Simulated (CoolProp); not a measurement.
Properties of nitrous oxide along the isobar 0.101 MPa (Tc = 309.5 K, pc = 7.245 MPa, ω = 0.161).

Computed with CoolProp (reference Helmholtz-energy equation of state, Lemmon 2006). It is a short technical equation, of lower accuracy than the large ones.

| T (K) | phase | Joule-Thomson coefficient (K/MPa) | isothermal compressibility (1/MPa) | fugacity coefficient |
|---|---|---|---|---|
| 302 | gas | 10.57 | 9.953 | 0.9948 |
| 320 | gas | 9.256 | 9.944 | 0.9957 |
| 338 | gas | 8.178 | 9.937 | 0.9964 |
| 356 | gas | 7.279 | 9.932 | 0.9969 |
| 374 | gas | 6.521 | 9.927 | 0.9974 |
| 392 | gas | 5.874 | 9.923 | 0.9978 |
| 410 | gas | 5.316 | 9.920 | 0.9981 |
| 428 | gas | 4.831 | 9.917 | 0.9984 |
| 446 | gas | 4.407 | 9.915 | 0.9986 |
| 464 | gas | 4.033 | 9.913 | 0.9988 |
| 482 | gas | 3.702 | 9.911 | 0.9990 |
| 500 | gas | 3.406 | 9.910 | 0.9991 |
